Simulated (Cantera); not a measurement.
N2O furnace oxynitridation

An isothermal, constant-pressure homogeneous reactor starts with N₂O : H₂O = 1 : 0.0056 (molar parts), at 1375 K and 1.01 bar.

Model: GRI-Mech 3.0 (53 species, 325 reactions), integrated in Cantera. GRI-Mech 3.0 was tuned for natural gas; its chemistry of N2O as a main component is partial and can be far from experiment. The mechanism lacks the step 2 NO + O2 → 2 NO2, which can matter for NO2 below about 1400 K. The temperature is held fixed by assumption; the heat of reaction is taken as removed at once.

```csv
t (s),x N₂O,x H₂O,x H₂,x H₂O₂,x NO
1.00e-5,0.994,0.00557,5.26e-12,1.63e-12,1.34e-5
2.39e-5,0.994,0.00557,8.55e-11,3.23e-11,4.06e-5
5.72e-5,0.994,0.00556,1.03e-9,5.81e-10,0.000106
0.000137,0.992,0.00556,7.50e-9,8.80e-9,0.000263
0.000327,0.989,0.00555,2.88e-8,3.40e-8,0.000626
0.000782,0.982,0.00553,6.61e-8,2.72e-8,0.00146
0.00187,0.965,0.00550,8.51e-8,1.58e-8,0.00339
0.00447,0.925,0.00542,6.59e-8,1.09e-8,0.00782
0.0107,0.840,0.00526,5.10e-8,9.28e-9,0.0174
0.0256,0.677,0.00496,4.46e-8,8.38e-9,0.0353
0.0612,0.430,0.00450,3.90e-8,6.86e-9,0.0609
0.146,0.180,0.00404,2.85e-8,4.40e-9,0.0825
0.350,0.0387,0.00379,1.18e-8,1.62e-9,0.0890
0.836,0.00218,0.00372,2.79e-9,2.89e-10,0.0885
2.00,5.69e-6,0.00372,2.12e-9,1.90e-10,0.0884
```
x: mole fraction; the columns are a selection and need not sum to one.

Equilibrium at this temperature and pressure: N₂O 4.31e-8, H₂O 0.00372, H₂ 1.97e-9, H₂O₂ 2.04e-10, NO 0.000728 (gas phase only).
